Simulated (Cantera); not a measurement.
An isothermal, constant-pressure homogeneous reactor starts with H₂ : O₂ : N₂ = 0.097 : 1 : 0.55 (molar parts), at 1373 K and 3.68 Torr.

Cantera simulation using the H2/O2 subset of GRI-Mech 3.0, which has no nitrogen chemistry; the numbers are that mechanism's predictions, not measurements. Radical loss at walls, strong at low pressure, is not modelled. The temperature is held fixed by assumption; the heat of reaction is taken as removed at once.

Problem. Predict: x(H₂) at 1.00 s; x(O₂) at 1.00 s; x(H₂O₂) at 1.00 s; x(OH) at 1.00 s; x(H) at 1.00 s; x(O) at 1.00 s; x(H₂O) at 1.00 s.

Solution. 
| Quantity | Value |
|---|---|
| x(H₂) at 1.00 s | 0.000399 (gas-phase equilibrium 3.35e-7) |
| x(O₂) at 1.00 s | 0.587 (gas-phase equilibrium 0.595) |
| x(H₂O₂) at 1.00 s | 1.73e-8 (gas-phase equilibrium 3.05e-10) |
| x(OH) at 1.00 s | 0.00307 (gas-phase equilibrium 8.96e-5) |
| x(H) at 1.00 s | 0.00118 (gas-phase equilibrium 2.77e-8) |
| x(O) at 1.00 s | 0.00841 (gas-phase equilibrium 6.84e-6) |
| x(H₂O) at 1.00 s | 0.0578 (gas-phase equilibrium 0.0606) |
